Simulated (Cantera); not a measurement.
An isothermal, constant-pressure homogeneous reactor starts with C2H6 : N2 = 1 : 4 (molar parts), at 1223 K and 0.00661 atm. Integrator tolerance rtol = 1e-08.

Detailed kinetics in Cantera: GRI-Mech 3.0 (53 species, 325 reactions). GRI-Mech 3.0 stops at C3 and has no aromatics, soot or wall deposition, so with more carbon than oxygen in the feed, carbon stays in small species such as C2H2 where larger ones or solid carbon would form. Radical loss at walls, strong at low pressure, is not modelled.

What does this change do: temperature 1223 to 1850 K?


```csv
quantity,before,after
x(C2H6) at 20.0 s,6.30e-6 (gas-phase equilibrium 3.15e-7),5.79e-12 (gas-phase equilibrium 4.75e-12)
x(H) at 20.0 s,8.18e-7 (gas-phase equilibrium 1.93e-6),0.00353 (gas-phase equilibrium 0.00353)
x(HCN) at 20.0 s,1.06e-9 (gas-phase equilibrium 0.0834),0.000108 (gas-phase equilibrium 0.127)
x(H2) at 20.0 s,0.184 (gas-phase equilibrium 0.273),0.283 (gas-phase equilibrium 0.283)
x(C2H) at 20.0 s,7.58e-11 (gas-phase equilibrium 1.55e-10),1.91e-5 (gas-phase equilibrium 1.06e-5)
```

What does this change do: N2 4 to 34 parts?


```json
[
 {"quantity": "x(C2H6) at 20.0 s", "before": "6.30e-6 (gas-phase equilibrium 3.15e-7)", "after": "5.01e-7 (gas-phase equilibrium 1.23e-9)"},
 {"quantity": "x(H) at 20.0 s", "before": "8.18e-7 (gas-phase equilibrium 1.93e-6)", "after": "4.74e-7 (gas-phase equilibrium 8.56e-7)"},
 {"quantity": "x(HCN) at 20.0 s", "before": "1.06e-9 (gas-phase equilibrium 0.0834)", "after": "1.26e-8 (gas-phase equilibrium 0.0343)"},
 {"quantity": "x(H2) at 20.0 s", "before": "0.184 (gas-phase equilibrium 0.273)", "after": "0.0376 (gas-phase equilibrium 0.0536)"},
 {"quantity": "x(C2H) at 20.0 s", "before": "7.58e-11 (gas-phase equilibrium 1.55e-10)", "after": "4.81e-11 (gas-phase equilibrium 3.51e-11)"}
]
```
